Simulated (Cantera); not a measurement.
Cantera run:

```python
import numpy as np
import cantera as ct

gas_names = """
    H H2 N NH NH2 NH3 N2 N2H2 N2H4 Si SiH SiH2 SiH3 SiH4 SiN Si2 Si2N Si3
""".split()
cond_names = """
    Si(cr) Si(L) Si3N4(a)
""".split()


# ... load() reads the species with a 1 bar reference pressure and builds the phases ...
atoms = {
    'trisilylamine': {'Si': 3, 'N': 1, 'H': 9},
    'N2': {'N': 2},
}
top_T = {'Si3N4(a)': 2400}  # K; cautious upper limits of use, not melting points


# ... equilibrate(T, P, feed) seeds the gas with the atoms and calls Mixture.equilibrate('TP', solver="vcs", rtol=1e-11, max_steps=5000) ...
results = []
feed = {'trisilylamine': 1, 'N2': 9.2}  # mol
T = 2098.15  # K
for P in [5, 21, 85, 350, 1400, 5900, 24000, 100000]:
    mix = equilibrate(T, P, feed)
    results.append((T, P, feed, dict(zip(mix.species_names, mix.species_moles))))

top = {s: max(r[3][s] / sum(r[3][g] for g in gas_names) for r in results) for s in gas_names}
cols = sorted((s for s in top if top[s] > 1e-05), key=lambda s: -top[s])[:8]
seen = [c for c in cond_names if any(r[3].get(c, 0) > 1e-12 for r in results)]
print("log10 of partial pressures in bar; condensed amounts in mol")
print(f"{'P/Pa':>10s}" + "".join(f"{s[:9]:>10s}" for s in cols + seen))
for T, P, feed, n in results:
    ng = sum(n[g] for g in gas_names)
    print(f"{P:10.4g}" + "".join(f"{np.log10(max(n[s] / ng * P / 1e5, 1e-99)):10.3f}" for s in cols)
          + "".join(f"{n.get(c, 0):10.4g}" for c in seen))
```

It prints:

```
log10 of partial pressures in bar; condensed amounts in mol
      P/Pa        N2        H2         H        Si       Si2       SiH      Si2N       SiN     Si(L)  Si3N4(a)
         5    -4.588    -5.114    -5.068    -5.100    -8.203    -7.921    -9.212    -8.076         0         0
        21    -3.947    -4.374    -4.698    -4.463    -6.930    -6.914    -7.618    -7.118         0         0
        85    -3.325    -3.704    -4.363    -3.883    -5.770    -5.999    -6.147    -6.227    0.1716         0
       350    -2.645    -3.000    -4.011    -3.883    -5.770    -5.647    -5.807    -5.887     2.391         0
      1400    -2.027    -2.371    -3.697    -3.883    -5.770    -5.333    -5.498    -5.578     2.846         0
      5900    -1.397    -1.736    -3.379    -3.883    -5.770    -5.015    -5.183    -5.263      2.96         0
   2.4e+04    -0.786    -1.122    -3.073    -3.883    -5.770    -4.708    -4.878    -4.958     2.988         0
     1e+05    -0.200    -0.435    -2.729    -3.918    -5.839    -4.399    -4.654    -4.699         0    0.9988
```

Equilibrium computed with Cantera from the NASA thermochemical tables; the gas is ideal and each condensed phase is pure. The feed counts by its element totals alone. The tables' values for SiN are old estimates; treat these amounts as uncertain. Gases not in the tables: Si2H6 and higher silanes.
